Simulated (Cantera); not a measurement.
An isothermal, constant-pressure homogeneous reactor starts with CO : O2 : H2O : N2 = 0.0018 : 0.041 : 0.0012 : 1 (molar parts), at 1500 K and 1.00 bar.

Model: GRI-Mech 3.0 (53 species, 325 reactions), integrated in Cantera.

x: mole fraction; the columns are a selection and need not sum to one.

```json
[
 {"t (s)": "2.00e-6", "x CO": "0.00172", "x O2": "0.0393", "x H2O": "0.00115", "x HO2": "1.68e-11", "x NO": "<1e-12"},
 {"t (s)": "1.35e-5", "x CO": "0.00172", "x O2": "0.0393", "x H2O": "0.00115", "x HO2": "1.12e-10", "x NO": "<1e-12"},
 {"t (s)": "9.18e-5", "x CO": "0.00172", "x O2": "0.0393", "x H2O": "0.00115", "x HO2": "6.82e-10", "x NO": "<1e-12"},
 {"t (s)": "0.000621", "x CO": "0.00172", "x O2": "0.0393", "x H2O": "0.00115", "x HO2": "3.89e-9", "x NO": "<1e-12"},
 {"t (s)": "0.00421", "x CO": "?", "x O2": "0.0390", "x H2O": "0.00110", "x HO2": "9.54e-7", "x NO": "7.28e-9"},
 {"t (s)": "0.0285", "x CO": "?", "x O2": "0.0384", "x H2O": "0.00113", "x HO2": "1.69e-7", "x NO": "8.60e-7"},
 {"t (s)": "0.193", "x CO": "?", "x O2": "0.0384", "x H2O": "0.00115", "x HO2": "9.04e-9", "x NO": "9.93e-7"},
 {"t (s)": "1.31", "x CO": "4.33e-8", "x O2": "0.0384", "x H2O": "0.00115", "x HO2": "5.82e-9", "x NO": "1.02e-6"},
 {"t (s)": "8.86", "x CO": "4.33e-8", "x O2": "0.0384", "x H2O": "0.00115", "x HO2": "5.82e-9", "x NO": "1.17e-6"},
 {"t (s)": "60.0", "x CO": "4.33e-8", "x O2": "0.0384", "x H2O": "0.00115", "x HO2": "5.82e-9", "x NO": "2.17e-6"}
]
```

**Question.** Fill in the missing entries.

**Answer.** 
- 0.00421, x CO: 0.00139
- 0.0285, x CO: 2.17e-5
- 0.193, x CO: 1.72e-7
